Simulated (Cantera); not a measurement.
# Equilibrium for silicon oxide and oxynitride deposition: SiH₂Cl₂ + H₂O + H₂

A closed system holds: 1 mol SiH₂Cl₂, 0.44 mol H₂O, a varied amount of H₂, equilibrated at 1502 °C and 0.0790 bar.

These are equilibrium values from Cantera (NASA tables, ideal gas, pure condensed phases), not measurements of a reactor. Candidate condensed phases: H₂O, Si, SiO₂; 30 gas species. The tables' values for SiCl₃, SiCl are old estimates; treat these amounts as uncertain. Gases not in the tables: Si₂H₆ and higher silanes. Kinetics and transport are ignored.

From 4.6 mol H₂ to 27 mol H₂ the condensed part is Si(l). The main Si-bearing gas is SiCl₂ at 4.6 mol H₂ and SiO at 27 mol H₂. The share of Si in condensed phases is highest at 27 mol H₂ (30.0 %) and lowest at 4.6 mol H₂ (3.7 %).

```json
[
 {"n(H₂) (mol)": "4.6", "x H₂": "0.744", "x HCl": "0.126", "x SiCl₂": "0.0681", "x SiO": "0.0588", "x SiCl₃": "0.00157", "x H": "0.000888", "x Cl": "0.000115", "n Si(l)": "0.0365"},
 {"n(H₂) (mol)": "7.4", "x H₂": "0.807", "x HCl": "0.105", "x SiCl₂": "0.0435", "x SiO": "0.0428", "x SiCl₃": "0.000804", "x H": "0.000925", "x Cl": "9.22e-5", "n Si(l)": "0.102"},
 {"n(H₂) (mol)": "10", "x H₂": "0.842", "x HCl": "0.0908", "x SiCl₂": "0.0313", "x SiO": "0.0341", "x SiCl₃": "0.000492", "x H": "0.000945", "x Cl": "7.83e-5", "n Si(l)": "0.147"},
 {"n(H₂) (mol)": "13", "x H₂": "0.869", "x HCl": "0.0789", "x SiCl₂": "0.0229", "x SiO": "0.0277", "x SiCl₃": "0.000308", "x H": "0.000960", "x Cl": "6.69e-5", "n Si(l)": "0.188"},
 {"n(H₂) (mol)": "16", "x H₂": "0.888", "x HCl": "0.0699", "x SiCl₂": "0.0176", "x SiO": "0.0233", "x SiCl₃": "0.000207", "x H": "0.000970", "x Cl": "5.87e-5", "n Si(l)": "0.221"},
 {"n(H₂) (mol)": "18", "x H₂": "0.898", "x HCl": "0.0650", "x SiCl₂": "0.0151", "x SiO": "0.0211", "x SiCl₃": "0.000164", "x H": "0.000976", "x Cl": "5.43e-5", "n Si(l)": "0.239"},
 {"n(H₂) (mol)": "21", "x H₂": "0.909", "x HCl": "0.0588", "x SiCl₂": "0.0122", "x SiO": "0.0184", "x SiCl₃": "0.000119", "x H": "0.000982", "x Cl": "4.88e-5", "n Si(l)": "0.263"},
 {"n(H₂) (mol)": "24", "x H₂": "0.919", "x HCl": "0.0538", "x SiCl₂": "0.0101", "x SiO": "0.0164", "x SiCl₃": "8.99e-5", "x H": "0.000987", "x Cl": "4.44e-5", "n Si(l)": "0.283"},
 {"n(H₂) (mol)": "27", "x H₂": "0.926", "x HCl": "0.0496", "x SiCl₂": "0.00850", "x SiO": "0.0147", "x SiCl₃": "6.95e-5", "x H": "0.000991", "x Cl": "4.08e-5", "n Si(l)": "0.300"}
]
```
x: gas mole fraction; n: condensed amount in mol.
